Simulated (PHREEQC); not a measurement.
# Acid rinse or clean: an equilibrium model

Solution (25 °C): 0.054 mol H2SO4, 0.0001 mol FeCl3, 0.00086 mol KCl and 0.053 mol CuCl2 per kg of water. Closed to the air; pH follows from the charge balance.

The numbers come from PHREEQC with the ion-association model, phreeqc.dat.

pH: 1.21
ionic strength: 0.215 mol/kgw
specific conductance: 32600 µS/cm
density: 1.007 g/cm³
total alkalinity: -108 meq/kg

```csv
species,molality,activity,log γ
Cl-,0.103,0.0735,-0.149
H+,0.0771,0.0613,-0.100
Cu+2,0.0398,0.0128,-0.494
HSO4-,0.0308,0.0229,-0.129
SO4-2,0.0135,0.00385,-0.545
CuSO4,0.00954,0.0100,0.021
CuCl+,0.00354,0.00252,-0.147
K+,0.000838,0.000592,-0.151
CuCl2,9.48e-5,9.96e-5,0.021
FeSO4+,5.65e-5,4.14e-5,-0.134
FeHSO4+2,2.22e-5,6.81e-6,-0.515
KSO4-,2.16e-5,1.60e-5,-0.130
Fe+3,7.76e-6,9.83e-7,-0.897
```

This is a speciation only: nothing precipitates in the calculation. Complexes and solids missing from the database can't appear.
